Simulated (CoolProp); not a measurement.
Aqueous potassium carbonate as a coolant, 31 % by mass, freezing at -20.0 °C, 1 atm.

The numbers come from the Melinder's fits for secondary coolants in CoolProp.

| T (°C) | conductivity (W/(m K)) | viscosity (mPa s) | Prandtl number | density (kg/m³) |
|---|---|---|---|---|
| -18 | 0.506 | 8.57 | ___ | 1325 |
| -10 | 0.519 | 6.25 | 34.7 | 1323 |
| -2 | 0.532 | 4.76 | 25.9 | 1320 |
| 6 | 0.545 | 3.77 | 20.1 | 1317 |
| 13.9 | 0.558 | 3.08 | 16.1 | 1313 |
| 21.9 | 0.571 | ___ | 13.2 | 1309 |
| 29.9 | 0.584 | 2.17 | 11.0 | 1305 |
| 37.8 | 0.596 | 1.86 | ___ | 1300 |

Some entries are withheld; supply them.


- -18, Prandtl number: 48.6
- 21.9, viscosity (mPa s): 2.56
- 37.8, Prandtl number: 9.22
